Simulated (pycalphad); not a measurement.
An equivalent pycalphad script:

```python
from pycalphad import Database, equilibrium, calculate, variables as v
import numpy as np
db = Database('COST507.tdb')
comps = ['AL', 'SI', 'C', 'VA']
phases = ['AL4C3', 'AL4SIC4', 'AL8SIC7', 'CSI', 'DIAMOND_A4', 'FCC_A1', 'GRAPHITE', 'LIQUID']
eq = equilibrium(db, comps, phases, {v.X('SI'): 0.0126, v.X('C'): 0.0917, v.T: np.arange(1850, 499, -75), v.P: 101325, v.N: 1}, output=['HM', 'SM'])
```

CALPHAD calculation (pycalphad, COST 507 light-alloy database (1999)), 1 atm. The data set is of 1999 and partly superseded. Amounts are mole fractions of atoms. Diffusion is slow at the low end, where real alloys seldom reach equilibrium.

Results at three of the temperatures:

```
T = 1475.00 K, P = 101325 Pa, N = 1 mol of atoms
G = -80172 J/mol, H = 35757 J/mol, S = 78.60 J/(mol K)  (SER reference)
chemical potentials (J/mol): Al -80966, Si -112210, C -68016
phase             fraction      x(Al)      x(Si)       x(C)
LIQUID              0.7862     0.9841     0.0159   8.46e-05
AL4C3               0.2138     0.5708   0.000635     0.4286
```

```
T = 1250.00 K, P = 101325 Pa, N = 1 mol of atoms
G = -63042 J/mol, H = 28883 J/mol, S = 73.54 J/(mol K)  (SER reference)
chemical potentials (J/mol): Al -62168, Si -85172, C -68540
phase             fraction      x(Al)      x(Si)       x(C)
LIQUID              0.7860     0.9841     0.0159   2.18e-06
AL4C3               0.2140     0.5709   0.000541     0.4286
```

```
T = 800.00 K, P = 101325 Pa, N = 1 mol of atoms
G = -34039 J/mol, H = 6091 J/mol, S = 50.16 J/(mol K)  (SER reference)
chemical potentials (J/mol): Al -30175, Si -47479, C -69937
phase             fraction      x(Al)      x(Si)       x(C)
FCC_A1              0.7902     0.9998   0.000198   4.12e-13
AL8SIC7             0.1991     0.5000     0.0625     0.4375
AL4C3               0.0107     0.5714   5.65e-05     0.4286
```

Changes of the phase set, refined by bisection:

```json
[
 {"T (°C)": "740.4", "phases above": "AL4C3 + liquid", "phases below": "AL4C3 + AL8SIC7 + liquid"},
 {"T (°C)": "654.6", "phases above": "AL4C3 + AL8SIC7 + liquid", "phases below": "AL4C3 + AL8SIC7 + fcc"}
]
```

Database names, with the compositions (at.%) that they take in these runs: AL4C3: Al 57 C 43; AL8SIC7: Al 50 C 44 Si 6. FCC_A1 is fcc.
